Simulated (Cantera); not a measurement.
A Cantera script and its output.

```python
import numpy as np
import cantera as ct

gas = ct.Solution("gri30.yaml")
gas.TPX = 1275, 99000, {'H2': 0.54, 'O2': 1, 'N2': 5.3}
reactor = ct.IdealGasConstPressureReactor(gas, energy="off", clone=False)
net = ct.ReactorNet([reactor])
net.rtol, net.atol = 1e-08, 1e-18
show = ['H2', 'O2', 'NO', 'H', 'HO2', 'N2O']
times = np.geomspace(4e-06, 50, 10)

steps = ct.SolutionArray(gas, extra=["t"])
rows = []
print(f"{'t/s':>10s}{'T/K':>9s}{'P/Pa':>11s}" + "".join(f"{s:>11s}" for s in show))
for t in times:
    while net.time < t:
        t_next = net.step()
        steps.append(gas.state, t=t_next)
    rows.append([np.interp(t, steps.t, y) for y in (steps.T, steps.P, *steps(*show).X.T)])
    print(f"{t:10.3e}{rows[-1][0]:9.1f}{rows[-1][1]:11.4g}" + "".join(f"{x:11.3e}" for x in rows[-1][2:]))
rate = np.gradient(steps.T, steps.t)
print("integrator steps:", len(steps.t))
if steps.T.max() > steps.T[0] + 200:
    print(f"time of steepest temperature rise: {steps.t[rate.argmax()]:.4e} s")
gas.TPX = 1275, 99000, {'H2': 0.54, 'O2': 1, 'N2': 5.3}
gas.equilibrate("TP")
print(f"equilibrium (TP): T = {gas.T:.1f} K  " + "  ".join(f"{s} {gas[s].X[0]:.3e}" for s in show))
```

Result:

```
       t/s      T/K       P/Pa         H2         O2         NO          H        HO2        N2O
 4.000e-06   1275.0    9.9e+04  7.895e-02  1.462e-01  1.060e-18  1.568e-08  1.318e-08  4.911e-15
 2.458e-05   1275.0    9.9e+04  7.891e-02  1.462e-01  1.135e-13  1.758e-05  2.536e-06  1.079e-11
 1.511e-04   1275.0    9.9e+04  7.956e-04  1.107e-01  4.168e-06  3.214e-04  3.416e-05  1.875e-07
 9.283e-04   1275.0    9.9e+04  1.681e-05  1.111e-01  4.113e-06  8.758e-07  2.128e-06  2.388e-07
 5.705e-03   1275.0    9.9e+04  5.614e-07  1.111e-01  4.132e-06  1.525e-08  1.567e-07  2.488e-07
 3.506e-02   1275.0    9.9e+04  5.779e-08  1.111e-01  4.169e-06  7.197e-10  2.572e-08  2.446e-07
 2.154e-01   1275.0    9.9e+04  1.535e-08  1.111e-01  4.166e-06  1.040e-10  1.641e-08  1.915e-07
 1.324e+00   1275.0    9.9e+04  1.380e-08  1.111e-01  4.164e-06  8.781e-11  1.650e-08  4.816e-08
 8.136e+00   1275.0    9.9e+04  1.377e-08  1.111e-01  4.164e-06  8.752e-11  1.650e-08  1.676e-08
 5.000e+01   1275.0    9.9e+04  1.377e-08  1.111e-01  4.166e-06  8.752e-11  1.650e-08  1.676e-08
integrator steps: 1562
equilibrium (TP): T = 1275.0 K  H2 1.378e-08  O2 1.110e-01  NO 2.480e-04  H 8.755e-11  HO2 1.648e-08  N2O 1.676e-08
```

Model: GRI-Mech 3.0 (53 species, 325 reactions), integrated in Cantera. The temperature is held fixed by assumption; the heat of reaction is taken as removed at once.
